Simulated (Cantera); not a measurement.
An isothermal, constant-pressure homogeneous reactor starts with 86.2 % NH₃, 13.8 % H₂, at 2250 K and 13300 Pa.

Model: the gas-phase N/H chemistry of the illustrative SiF4/NH3 mechanism in the Surface Chemkin manual (1991), integrated in Cantera. Walls and surfaces, which speed up NH3 decomposition in real reactors, are not modelled.

x: mole fraction; the columns are a selection and need not sum to one.

```tsv
t (s)	x NH₃	x H₂	x N	x N₂H₂	x H	x NH
9.00e-6	0.862	0.138	3.41e-10	2.56e-8	1.48e-5	2.08e-7
2.23e-5	0.861	0.138	1.09e-8	2.37e-7	3.23e-5	1.79e-6
5.54e-5	0.860	0.139	1.97e-7	2.10e-6	7.44e-5	1.15e-5
0.000137	0.856	0.140	1.37e-6	1.25e-5	0.000154	4.34e-5
0.000341	0.846	0.147	2.48e-6	2.22e-5	0.000206	6.55e-5
0.000845	0.821	?	?	2.14e-5	?	6.72e-5
0.00210	0.762	0.209	3.15e-6	1.88e-5	0.000292	6.87e-5
0.00520	0.640	0.298	3.81e-6	1.43e-5	0.000427	6.93e-5
0.0129	?	?	?	?	?	6.55e-5
0.0320	0.191	0.627	5.23e-6	2.99e-6	0.00127	5.29e-5
0.0793	0.0328	0.742	5.86e-6	4.40e-7	0.00271	3.13e-5
0.197	0.000118	0.756	3.13e-6	5.37e-10	0.0144	3.14e-6
0.488	5.65e-6	0.753	2.84e-7	2.41e-12	0.0178	2.30e-7
1.21	1.66e-6	0.753	8.33e-8	<1e-12	0.0178	6.76e-8
3.00	7.55e-7	0.753	3.80e-8	<1e-12	0.0178	3.08e-8
```

Q: Fill in the missing entries.

A: 
- 0.000845, x H₂: 0.166
- 0.000845, x N: 2.74e-6
- 0.000845, x H: 0.000233
- 0.0129, x NH₃: 0.433
- 0.0129, x H₂: 0.450
- 0.0129, x N: 4.58e-6
- 0.0129, x N₂H₂: 8.21e-6
- 0.0129, x H: 0.000710
